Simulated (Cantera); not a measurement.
# Si3N4 + O2 (nitride etching)

Feed: 1 mol Si3N4, 6 mol O2, at 1598 K and 13300 Pa.

Method: chemical equilibrium by Gibbs-energy minimisation in Cantera with the NASA 1993 tables (ideal gas, pure condensed phases). Candidate condensed phases: Si, SiO2, Si2N2O, Si3N4; 16 gas species. The tables hold silica as quartz up to 1696 K and as liquid above; real silica turns to tridymite and cristobalite and melts near 1996 K. Rates play no part.

```yaml
x(O2): 0.599
x(N2): 0.399
x(NO): 0.00231
x(O): 3.00e-5
x(NO2): 5.78e-6
n(SiO2(β-quartz)): 3.00 mol
gas_amount: 5.000 mol
log10 activity of Si(s) (absent): -19.39
```
